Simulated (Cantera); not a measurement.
Input: 1 mol SiHCl3, 0.017 mol Cl2, 47 mol H2, equilibrated at 1450 °C and 0.100 bar.

Equilibrium computed with Cantera from the NASA thermochemical tables; the gas is ideal and each condensed phase is pure. Candidate condensed phases: Si; 19 gas species. The tables' values for SiCl3, SiCl are old estimates; treat these amounts as uncertain. Gases not in the tables: Si2H6 and higher silanes. The numbers say what is thermodynamically allowed, not how fast it happens.

Q: What is the equilibrium state?

A: 
```json
{
 "x(H2)": "0.945",
 "x(HCl)": "0.0460",
 "x(SiCl2)": "0.00775",
 "x(H)": "0.000561",
 "x(SiCl3)": "8.35e-5",
 "x(Cl)": "2.12e-5",
 "x(SiCl)": "2.05e-5",
 "x(SiH2)": "1.61e-5",
 "x(Si)": "9.83e-6",
 "n(Si(l))": "0.612 mol",
 "gas_amount": "49.03 mol"
}
```
